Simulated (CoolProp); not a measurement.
Values from CoolProp's reference Helmholtz-energy equation of state, Lemmon 2003. It is a pseudo-pure fit of the blend.

Problem. For R410A, give the phase and the density (kg/m³), expansivity (1/kK), conductivity (mW/(m K)) at -39.05 °C and 1.01 bar.

Solution. 
- -39.05 °C and 1.01 bar: gas; density 3.90, expansivity 4.96, conductivity 8.61

Thermal conductivity comes from a separate model (Geller 2001).
